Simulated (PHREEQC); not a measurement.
Consider water at 75 °C with 11 mmol/kgw NaH2PO4, 1.9 mmol/kgw HCl and 1.2 mmol/kgw H3AsO4. Closed to the air; pH follows from the charge balance.

Equilibrium calculation in PHREEQC: ion-association model, wateq4f.dat.

Each row changes one thing in this solution. This is a speciation only: nothing precipitates in the calculation.

```json
[
 {"case": "as made", "pH": "3.04", "ionic strength (mol/kgw)": "0.0120", "H2PO4- (mol/kgw)": "0.00916", "H3PO4 (mol/kgw)": "0.00184", "HPO4-2 (mol/kgw)": "1.13e-6", "NaHPO4- (mol/kgw)": "1.49e-8", "SI of Halite (NaCl)": "-6.47"},
 {"case": "H3AsO4 left out", "pH": "3.23", "ionic strength (mol/kgw)": "0.0117", "H2PO4- (mol/kgw)": "0.00975", "H3PO4 (mol/kgw)": "0.00125", "HPO4-2 (mol/kgw)": "1.87e-6", "NaHPO4- (mol/kgw)": "2.49e-8", "SI of Halite (NaCl)": "-6.46"},
 {"case": "diluted 2-fold with water", "pH": "3.17", "ionic strength (mol/kgw)": "0.00624", "H2PO4- (mol/kgw)": "0.00478", "H3PO4 (mol/kgw)": "0.000723", "HPO4-2 (mol/kgw)": "7.32e-7", "NaHPO4- (mol/kgw)": "5.46e-9", "SI of Halite (NaCl)": "-7.04"},
 {"case": "0.011 mol/kgw Rb2SO4 added", "pH": "3.23", "ionic strength (mol/kgw)": "0.0430", "H2PO4- (mol/kgw)": "0.00983", "H3PO4 (mol/kgw)": "0.00117", "HPO4-2 (mol/kgw)": "2.39e-6", "NaHPO4- (mol/kgw)": "2.23e-8", "SI of Halite (NaCl)": "-6.55"},
 {"case": "H3AsO4 replaced by Na2HAsO4 at the same molality", "pH": "3.72", "ionic strength (mol/kgw)": "0.0136", "H2PO4- (mol/kgw)": "0.0106", "H3PO4 (mol/kgw)": "0.000436", "HPO4-2 (mol/kgw)": "6.38e-6", "NaHPO4- (mol/kgw)": "1.00e-7", "SI of Halite (NaCl)": "-6.39"},
 {"case": "temperature from 75 to 80 °C", "pH": "3.05", "ionic strength (mol/kgw)": "0.0120", "H2PO4- (mol/kgw)": "0.00914", "H3PO4 (mol/kgw)": "0.00186", "HPO4-2 (mol/kgw)": "1.18e-6", "NaHPO4- (mol/kgw)": "1.55e-8", "SI of Halite (NaCl)": "-6.48"},
 {"case": "NaH2PO4 replaced by Na2HPO4 at the same molality", "pH": "7.13", "ionic strength (mol/kgw)": "0.0296", "H2PO4- (mol/kgw)": "0.00389", "H3PO4 (mol/kgw)": "5.96e-8", "HPO4-2 (mol/kgw)": "0.00696", "NaHPO4- (mol/kgw)": "0.000147", "SI of Halite (NaCl)": "-6.22"}
]
```

Complexes and solids missing from the database can't appear. H3PO4, which wateq4f.dat lacks, is added to it with the constant of phreeqc.dat. Constants without temperature data keep their 25 °C values here.
